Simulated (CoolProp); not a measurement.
C3F8 (R218) along the isotherm 220.4 K: Z from the reference equation and from simpler models built on Tc = 345.0 K, pc = 2.640 MPa, ω = 0.317; each cubic takes its own stable root.

Model: reference Helmholtz-energy equation of state, Lemmon 2006, in CoolProp. It is a short technical equation, of lower accuracy than the large ones.

| p (MPa) | phase | reference |
|---|---|---|
| 0.36 | liquid | 0.02207 |
| 0.72 | liquid | 0.04410 |
| 1.08 | liquid | 0.06610 |
| 1.44 | liquid | 0.08807 |
| 1.8 | liquid | 0.1100 |
| 2.16 | liquid | 0.1319 |
| 2.52 | liquid | 0.1537 |
| 2.88 | liquid | 0.1756 |
| 3.24 | liquid | 0.1974 |
| 3.6 | liquid | 0.2191 |
| 3.96 | liquid | 0.2409 |

**Question.** How far does each simpler model (Redlich-Kwong, Peng-Robinson) lie from the reference over these 11 states: mean and median of the absolute difference, and the worst?

**Answer.** 
- Redlich-Kwong: mean 9.3 %, median 9.2 %, worst +10.0 % at 220.4 K and 0.36 MPa
- Peng-Robinson: mean 6.9 %, median 6.9 %, worst -7.1 % at 220.4 K and 3.96 MPa
